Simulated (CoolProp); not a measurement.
Vapour pressure (MPa) of sulfur hexafluoride: the reference equation beside estimates from Tc = 45.6 °C, pc = 3.755 MPa, ω = 0.210.

Computed with CoolProp (reference Helmholtz-energy equation of state, Guder 2009).

| T (°C) | reference | Lee-Kesler | van der Waals | Soave-Redlich-Kwong | Peng-Robinson |
|---|---|---|---|---|---|
| -27.45 | 0.5380 | 0.5474 | 1.210 | 0.5488 | 0.5430 |
| -22.65 | 0.6323 | ___ | 1.326 | 0.6452 | 0.6378 |
| -17.75 | 0.7408 | 0.7520 | 1.451 | 0.7560 | 0.7469 |
| -12.95 | 0.8599 | 0.8717 | 1.580 | 0.8777 | 0.8667 |
| -8.05 | 0.9955 | 1.008 | 1.719 | 1.016 | 1.003 |
| -3.25 | 1.143 | 1.155 | 1.863 | 1.167 | 1.152 |
| 1.65 | 1.310 | 1.322 | 2.017 | 1.336 | 1.320 |
| 6.55 | 1.494 | ___ | 2.179 | 1.524 | 1.506 |
| 11.35 | 1.692 | 1.703 | ___ | 1.725 | 1.706 |
| 16.25 | 1.914 | 1.924 | 2.523 | 1.949 | 1.930 |
| 21.05 | 2.152 | 2.161 | 2.704 | 2.189 | 2.169 |
| 25.95 | 2.417 | 2.425 | 2.898 | 2.455 | 2.436 |
| 30.85 | 2.707 | 2.714 | 3.099 | 2.743 | 2.726 |
| 35.65 | 3.017 | ___ | 3.305 | 3.048 | ___ |

Q: Some entries are withheld; supply them.

A: 
- -22.65, Lee-Kesler: 0.6427
- 6.55, Lee-Kesler: 1.505
- 11.35, van der Waals: 2.345
- 35.65, Lee-Kesler: 3.024
- 35.65, Peng-Robinson: 3.035

Absolute difference from the reference over all 14 rows, mean and median: Lee-Kesler 0.9 and 0.8 %, van der Waals 56.4 and 49.9 %, Soave-Redlich-Kwong 1.8 and 2.0 %, Peng-Robinson 0.8 and 0.8 %.
